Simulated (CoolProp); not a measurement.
A closed Brayton cycle with carbon dioxide: compressor inlet 314.15 K and 9.8 MPa, high pressure 33.3 MPa, turbine inlet 835 K, compressor efficiency 0.8, turbine efficiency 0.93, recuperator effectiveness 0.9 (on enthalpy, no pinch check). Each further row changes one setting.

Values from CoolProp's reference Helmholtz-energy equation of state, Span 1996.

```
case                           thermal efficiency (%)  net work (kJ/kg)  compressor to turbine work  compressor exit (K)  turbine exit (K)
-----------------------------  ----------------------  ----------------  --------------------------  -------------------  ----------------
as stated                                        37.4               123                        0.26                362.8             683.4
turbine inlet 785 K                              35.7               111                        0.28                362.8             638.8
compressor inlet 324.15 K                        35.4               105                        0.36                409.6             683.4
high pressure 28.3 MPa                           36.1               111                        0.24                355.2             702.8
recuperator effectiveness 0.5                    25.4               123                        0.26                362.8             683.4
```
